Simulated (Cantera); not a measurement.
# Fluorocarbon and chlorocarbon gases: C₂F₆ + HCl

Feed: 1 mol C₂F₆, 0.047 mol HCl, held at 2998.15 K.

Equilibrium computed with Cantera from the NASA thermochemical tables; the gas is ideal and each condensed phase is pure. Candidate condensed phases: C, C₆H₆, C₇H₈, C₈H₁₈; 118 gas species. The feed counts by its element totals alone. The tables' values for C₂F₄ are old estimates; treat these amounts as uncertain. Gases not in the tables: C₂F₆ and larger saturated fluorocarbons. The numbers say what is thermodynamically allowed, not how fast it happens.

From 1.00 Pa to 1.70 mbar nothing is condensed. From 6.00 mbar to 77.0 mbar the condensed part is C(graphite). From 0.280 bar to 1.00 bar nothing is condensed. The main C-bearing gas is C at 1.00 Pa and CF₂ at 1.00 bar.

| P (Pa) | x F | x CF₂ | x C | x CF | x CF₄ | x C₃ | x CF₃ | x C₂ | x HF | x Cl | n C(graphite) |
|---|---|---|---|---|---|---|---|---|---|---|---|
| 1 | 0.749 | 1.55e-6 | 0.226 | 0.00392 | <1e-12 | 0.00285 | 1.76e-12 | 0.00639 | 0.000277 | 0.00590 | 0 |
| 3.60 | 0.773 | 1.64e-5 | 0.173 | 0.0112 | <1e-12 | 0.0167 | 6.91e-11 | 0.0135 | 0.000951 | 0.00615 | 0 |
| 13 | 0.807 | 0.000134 | 0.0991 | 0.0241 | 1.36e-12 | 0.0408 | 2.12e-9 | 0.0160 | 0.00266 | 0.00653 | 0 |
| 46 | 0.825 | 0.000844 | 0.0479 | 0.0420 | 1.12e-10 | 0.0575 | 4.83e-8 | 0.0132 | 0.00488 | 0.00684 | 0 |
| 170 | 0.821 | 0.00492 | 0.0206 | 0.0666 | 8.87e-9 | 0.0626 | 1.04e-6 | 0.00904 | 0.00638 | 0.00708 | 0 |
| 600 | 0.803 | 0.0236 | 0.00830 | 0.0926 | 5.07e-7 | 0.0510 | 1.72e-5 | 0.00518 | 0.00721 | 0.00744 | 0.149 |
| 2200 | 0.790 | 0.0838 | 0.00226 | 0.0911 | 2.34e-5 | 0.0139 | 0.000220 | 0.00141 | 0.00822 | 0.00829 | 0.733 |
| 7700 | 0.679 | 0.217 | 0.000647 | 0.0782 | 0.000547 | 0.00397 | 0.00171 | 0.000403 | 0.00943 | 0.00945 | 0.454 |
| 28000 | 0.503 | 0.403 | 0.000166 | 0.0541 | 0.00739 | 0.000887 | 0.00857 | 9.66e-5 | 0.0112 | 0.0112 | 0 |
| 100000 | 0.408 | 0.448 | 2.20e-5 | 0.0207 | 0.0689 | 2.63e-5 | 0.0276 | 6.04e-6 | 0.0133 | 0.0132 | 0 |
x: gas mole fraction; n: condensed amount in mol.
